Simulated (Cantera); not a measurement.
Cantera run, input and output.

```python
import numpy as np
import cantera as ct

gas = ct.Solution("gri30.yaml")


def delay(T, t_max=10):
    gas.TPX = T, 500000, {'CH4': 1, 'O2': 3.51, 'N2': 13.2}
    reactor = ct.IdealGasConstPressureReactor(gas, clone=False)
    net = ct.ReactorNet([reactor])
    net.rtol, net.atol = 1e-8, 1e-16
    while net.time < t_max:
        t_old, T_old = net.time, reactor.T
        net.step()
        if reactor.T > T + 400:  # ignition: a rise of 400 K
            return t_old + (T + 400 - T_old) / (reactor.T - T_old) * (net.time - t_old)
    return np.nan


taus = []
for T in [1298, 1348, 1398, 1448, 1498, 1548]:
    taus.append(delay(T))
    print(f"T0 = {T:6g} K   tau = {taus[-1]:.4e} s")
```

It prints:

```
T0 =   1298 K   tau = 2.2762e-03 s
T0 =   1348 K   tau = 1.2869e-03 s
T0 =   1398 K   tau = 7.4877e-04 s
T0 =   1448 K   tau = 4.4816e-04 s
T0 =   1498 K   tau = 2.7591e-04 s
T0 =   1548 K   tau = 1.7475e-04 s
```

Model: GRI-Mech 3.0 (53 species, 325 reactions), integrated in Cantera.
